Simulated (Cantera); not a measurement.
Input: 1 mol V2O5, 84 mol H2, held at 92.0 Pa.

Equilibrium computed with Cantera from the NASA thermochemical tables; the gas is ideal and each condensed phase is pure. Candidate condensed phases: H2O, V, VO, V2O3, V2O4, V2O5; 12 gas species. Condensed phases not in the tables: the oxides between V2O3 and V2O5 other than VO2. The numbers say what is thermodynamically allowed, not how fast it happens.

Question: At 1027 °C, list the 3 most abundant gas species with their mole fractions, and the condensed phases.

Answer: H2 0.976, H2O 0.0238, H 3.60e-5. Condensed: V2O3(s).
